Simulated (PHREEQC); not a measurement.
**Acid mine or pickling water: an equilibrium model**

A made-up water analysis in mmol/kgw, 20 °C, pH 3.03, pe 8.5: Na 5.49; K 0.357; Ca 1.66; Mg 0.439; Cl 0.386; S(6) 5.76; Sr 0.00108; Cu(2) 0.0207; Zn 0.0564.

Valence states are taken as typed.

Model: ion-association model, wateq4f.dat, run in PHREEQC.

| Quantity | Result |
|---|---|
| ionic strength | 0.0167 mol/kgw |
| total alkalinity | -1.31 meq/kg |
| charge-balance error | -1.9 % |

```csv
species,molality,activity,log γ
Na+,0.00541,0.00477,-0.055
SO4-2,0.00484,0.00294,-0.216
Ca+2,0.00124,0.000757,-0.213
H+,0.00104,0.000933,-0.047
CaSO4,0.000422,0.000423,0.002
Cl-,0.000386,0.000339,-0.057
K+,0.000350,0.000308,-0.057
Mg+2,0.000320,0.000198,-0.209
HSO4-,0.000272,0.000240,-0.055
MgSO4,0.000119,0.000120,0.002
NaSO4-,7.70e-5,6.81e-5,-0.053
```

No solid was allowed to form.
